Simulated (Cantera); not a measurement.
An adiabatic, constant-volume homogeneous reactor starts with CO : H₂ : CH₄ : O₂ : N₂ = 1 : 0.62 : 0.082 : 0.609 : 4.93 (molar parts), equivalence ratio 1.6, at 1325 K and 1.09 atm. Integrator tolerance rtol = 1e-08.

Cantera simulation using GRI-Mech 3.0 (53 species, 325 reactions); the numbers are that mechanism's predictions, not measurements.

### Question
What does this change do: pressure from 1.09 atm to 0.247 atm?

### Answer
```json
[
 {"quantity": "time of steepest temperature rise", "before": "66.6 µs", "after": "0.267 ms"},
 {"quantity": "temperature at 0.600 s", "before": "2621 K", "after": "2551 K"},
 {"quantity": "equilibrium temperature", "before": "2621 K", "after": "2551 K"},
 {"quantity": "x(CO) at 0.600 s", "before": "0.0923 (gas-phase equilibrium 0.0923)", "after": "0.0940 (gas-phase equilibrium 0.0940)"},
 {"quantity": "x(H₂) at 0.600 s", "before": "0.0195 (gas-phase equilibrium 0.0195)", "after": "0.0204 (gas-phase equilibrium 0.0204)"},
 {"quantity": "x(CH₄) at 0.600 s", "before": "<1e-12 (gas-phase equilibrium <1e-12)", "after": "<1e-12 (gas-phase equilibrium <1e-12)"},
 {"quantity": "x(H) at 0.600 s", "before": "0.00410 (gas-phase equilibrium 0.00410)", "after": "0.00668 (gas-phase equilibrium 0.00668)"},
 {"quantity": "x(HO₂) at 0.600 s", "before": "4.44e-7 (gas-phase equilibrium 4.44e-7)", "after": "4.26e-7 (gas-phase equilibrium 4.26e-7)"},
 {"quantity": "x(HCN) at 0.600 s", "before": "1.00e-8 (gas-phase equilibrium 1.00e-8)", "after": "2.53e-9 (gas-phase equilibrium 2.53e-9)"},
 {"quantity": "x(CH₂) at 0.600 s", "before": "<1e-12 (gas-phase equilibrium <1e-12)", "after": "<1e-12 (gas-phase equilibrium <1e-12)"}
]
```

### Question
What does this change do: constant pressure in place of constant volume?

### Answer
| quantity | before | after |
|---|---|---|
| time of steepest temperature rise | 66.6 µs | 68.9 µs |
| temperature at 0.600 s | 2621 K | 2423 K |
| equilibrium temperature | 2621 K | 2423 K |
| x(CO) at 0.600 s | 0.0923 (gas-phase equilibrium 0.0923) | 0.0888 (gas-phase equilibrium 0.0888) |
| x(H₂) at 0.600 s | 0.0195 (gas-phase equilibrium 0.0195) | 0.0198 (gas-phase equilibrium 0.0198) |
| x(CH₄) at 0.600 s | <1e-12 (gas-phase equilibrium <1e-12) | <1e-12 (gas-phase equilibrium <1e-12) |
| x(H) at 0.600 s | 0.00410 (gas-phase equilibrium 0.00410) | 0.00239 (gas-phase equilibrium 0.00239) |
| x(HO₂) at 0.600 s | 4.44e-7 (gas-phase equilibrium 4.44e-7) | 9.11e-8 (gas-phase equilibrium 9.11e-8) |
| x(HCN) at 0.600 s | 1.00e-8 (gas-phase equilibrium 1.00e-8) | 5.21e-9 (gas-phase equilibrium 5.21e-9) |
| x(CH₂) at 0.600 s | <1e-12 (gas-phase equilibrium <1e-12) | <1e-12 (gas-phase equilibrium <1e-12) |
